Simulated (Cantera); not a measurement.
A perfectly stirred reactor is fed with CO : H₂ : CH₄ : O₂ : N₂ = 1 : 0.5 : 0.13 : 0.594 : 2.23 (molar parts), at 1.20 bar; it is adiabatic with a 575 K inlet, and is followed from long to short residence time, starting on the burning branch (τ in s: 0.028, 0.014, 0.0065, 0.0031, 0.0015, 0.00073, 0.00035, 0.00017, 8.1e-05).

Computed with Cantera and GRI-Mech 3.0 (53 species, 325 reactions).

Q: What does this change do: inlet temperature 575 to 373 K?

A: 
```
quantity                                                                          before                                   after
------------------------------------------------  --------------------------------------  --------------------------------------
blow-out, bracketed by the residence times tried  burning at 81.0 µs, the shortest tried  burning at 81.0 µs, the shortest tried
x(CO) at τ = 28.0 ms                                                               0.164                                   0.161
x(H₂) at τ = 28.0 ms                                                              0.0380                                  0.0397
x(CH₄) at τ = 28.0 ms                                                            3.25e-6                                 5.03e-6
x(NO) at τ = 28.0 ms                                                            0.000321                                0.000182
x(CH₃) at τ = 28.0 ms                                                            2.86e-6                                 3.98e-6
x(CO) at τ = 1.50 ms                                                               0.163                                   0.160
x(H₂) at τ = 1.50 ms                                                              0.0388                                  0.0401
x(CH₄) at τ = 1.50 ms                                                            1.39e-5                                 1.91e-5
x(NO) at τ = 1.50 ms                                                            0.000185                                0.000116
x(CH₃) at τ = 1.50 ms                                                            1.08e-5                                 1.33e-5
```

Q: What does this change do: inlet temperature 575 to 325 K?

A: 
```csv
quantity,before,after
"blow-out, bracketed by the residence times tried","burning at 81.0 µs, the shortest tried","burning at 81.0 µs, the shortest tried"
x(CO) at τ = 28.0 ms,0.164,0.161
x(H₂) at τ = 28.0 ms,0.0380,0.0402
x(CH₄) at τ = 28.0 ms,3.25e-6,5.56e-6
x(NO) at τ = 28.0 ms,0.000321,0.000162
x(CH₃) at τ = 28.0 ms,2.86e-6,4.28e-6
x(CO) at τ = 1.50 ms,0.163,0.160
x(H₂) at τ = 1.50 ms,0.0388,0.0405
x(CH₄) at τ = 1.50 ms,1.39e-5,2.09e-5
x(NO) at τ = 1.50 ms,0.000185,0.000105
x(CH₃) at τ = 1.50 ms,1.08e-5,1.41e-5
```
